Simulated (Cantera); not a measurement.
A closed system holds: 1 mol Fe3O4, 4 mol C, 0.32 mol CO, equilibrated at 1623.15 K and 13.3 mbar.

Cantera equilibrium calculation (NASA polynomials, part measured and part estimated; ideal gas, pure solids and liquids). Candidate condensed phases: C, Fe, Fe(CO)5, FeO, Fe2O3, Fe3O4; 15 gas species. Kinetics and transport are ignored.

Base state: CO 1.000, Fe 0.000126 (mole fractions); condensed: Fe(γ).

**Question.** What changes in the equilibrium state with this change: temperature from 1623.15 K to 2275 K?

**Answer.** 
| species | before | after |
|---|---|---|
| CO | 1.000 | 0.596 |
| Fe | 0.000126 | 0.404 |
| Fe(γ), mol | 3.00 | 0 |
| Fe(l), mol | 0 | 0.0705 |
